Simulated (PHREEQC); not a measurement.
Dissolve 0.034 mol/kgw CdSO4, 3.2e-05 mol/kgw NaCl and 3.4e-05 mol/kgw H2SO4 at 25 °C. Closed to the air; pH follows from the charge balance.

The numbers come from PHREEQC with the ion-association model, phreeqc.dat.

```csv
quantity,before,after
pH,4.46,4.54
ionic strength (mol/kgw),0.0722,0.0846
SO4-2 (mol/kgw),0.0157,0.0211
HSO4- (mol/kgw),2.71e-5,2.99e-5
Cl- (mol/kgw),1.89e-5,3.16e-5
```

Which change was made?
A. temperature from 25 to 90 °C
B. CdSO4 left out
C. NaCl replaced by SrCl2 at the same molality
D. temperature from 25 to 80 °C
E. CdSO4 replaced by FeSO4 at the same molality

E, CdSO4 replaced by FeSO4 at the same molality

No solid was allowed to form.
